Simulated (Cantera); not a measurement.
What does this Cantera script print?

```python
import numpy as np
import cantera as ct

gas = ct.Solution("gri30.yaml")
gas.TPX = 1375, 240000, {'CH4': 1, 'CO': 1.4, 'O2': 1.42, 'N2': 5.34, 'H2O': 1}
reactor = ct.IdealGasReactor(gas, energy="on", clone=False)
net = ct.ReactorNet([reactor])
net.rtol, net.atol = 1e-08, 1e-16
show = ['CH4', 'CO', 'O2', 'NO', 'C2H', 'CH2O']
times = np.geomspace(2e-06, 2, 16)

steps = ct.SolutionArray(gas, extra=["t"])
rows = []
print(f"{'t/s':>10s}{'T/K':>9s}{'P/Pa':>11s}" + "".join(f"{s:>11s}" for s in show))
for t in times:
    while net.time < t:
        t_next = net.step()
        steps.append(gas.state, t=t_next)
    rows.append([np.interp(t, steps.t, y) for y in (steps.T, steps.P, *steps(*show).X.T)])
    print(f"{t:10.3e}{rows[-1][0]:9.1f}{rows[-1][1]:11.4g}" + "".join(f"{x:11.3e}" for x in rows[-1][2:]))
rate = np.gradient(steps.T, steps.t)
print("integrator steps:", len(steps.t))
if steps.T.max() > steps.T[0] + 200:
    print(f"time of steepest temperature rise: {steps.t[rate.argmax()]:.4e} s")
gas.TPX = 1375, 240000, {'CH4': 1, 'CO': 1.4, 'O2': 1.42, 'N2': 5.34, 'H2O': 1}
gas.equilibrate("UV")
print(f"equilibrium (UV): T = {gas.T:.1f} K  " + "  ".join(f"{s} {gas[s].X[0]:.3e}" for s in show))
```

It prints:

```
       t/s      T/K       P/Pa        CH4         CO         O2         NO        C2H       CH2O
 2.000e-06   1375.0    2.4e+05  9.843e-02  1.378e-01  1.398e-01  2.267e-17  1.824e-27  8.331e-10
 5.024e-06   1375.0    2.4e+05  9.842e-02  1.378e-01  1.398e-01  6.621e-17  1.866e-26  6.148e-09
 1.262e-05   1375.0    2.4e+05  9.842e-02  1.378e-01  1.398e-01  1.821e-16  3.811e-25  4.391e-08
 3.170e-05   1375.0    2.4e+05  9.842e-02  1.378e-01  1.398e-01  5.151e-16  2.298e-23  3.178e-07
 7.962e-05   1375.0    2.4e+05  9.841e-02  1.378e-01  1.398e-01  1.637e-15  2.489e-21  2.305e-06
 2.000e-04   1375.2    2.4e+05  9.837e-02  1.378e-01  1.397e-01  6.396e-15  3.283e-19  1.564e-05
 5.024e-04   1376.1  2.402e+05  9.821e-02  1.377e-01  1.396e-01  2.678e-14  1.974e-17  7.607e-05
 1.262e-03   1380.0  2.409e+05  9.762e-02  1.376e-01  1.393e-01  1.096e-13  6.350e-16  2.499e-04
 3.170e-03   1404.0   2.45e+05  9.448e-02  1.373e-01  1.370e-01  9.780e-13  8.508e-14  7.359e-04
 7.962e-03   2729.5  5.076e+05  1.266e-11  1.612e-01  3.527e-04  1.075e-03  4.465e-16  2.503e-08
 2.000e-02   2729.5  5.076e+05  1.266e-11  1.612e-01  3.525e-04  1.081e-03  4.465e-16  2.503e-08
 5.024e-02   2729.5  5.076e+05  1.266e-11  1.612e-01  3.525e-04  1.081e-03  4.465e-16  2.503e-08
 1.262e-01   2729.5  5.076e+05  1.266e-11  1.612e-01  3.525e-04  1.081e-03  4.465e-16  2.503e-08
 3.170e-01   2729.5  5.076e+05  1.266e-11  1.612e-01  3.525e-04  1.081e-03  4.465e-16  2.503e-08
 7.962e-01   2729.5  5.076e+05  1.266e-11  1.612e-01  3.525e-04  1.081e-03  4.465e-16  2.503e-08
 2.000e+00   2729.5  5.076e+05  1.266e-11  1.612e-01  3.525e-04  1.081e-03  4.465e-16  2.503e-08
integrator steps: 2245
time of steepest temperature rise: 4.9243e-03 s
equilibrium (UV): T = 2729.5 K  CH4 1.446e-11  CO 1.612e-01  O2 3.525e-04  NO 1.081e-03  C2H 4.823e-16  CH2O 2.503e-08
```

Detailed kinetics in Cantera: GRI-Mech 3.0 (53 species, 325 reactions).
